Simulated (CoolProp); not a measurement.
A closed Brayton cycle with carbon dioxide: compressor inlet 330.15 K and 9.8 MPa, high pressure 21.9 MPa, turbine inlet 775 K, compressor efficiency 0.8, turbine efficiency 0.9, recuperator effectiveness 0.9 (on enthalpy, no pinch check). Each further row changes one setting.

Computed with CoolProp (reference Helmholtz-energy equation of state, Span 1996).

```tsv
case	thermal efficiency (%)	net work (kJ/kg)	compressor to turbine work	compressor exit (K)	turbine exit (K)
as stated	28.9	60.2	0.40	392.9	681.2
turbine inlet 725 K	26.9	52.7	0.43	392.9	634.6
compressor inlet 340.15 K	27.5	53.9	0.46	410.4	681.2
high pressure 18.6 MPa	27.3	50.4	0.38	379.9	699.9
recuperator effectiveness 0.5	17.5	60.2	0.40	392.9	681.2
```
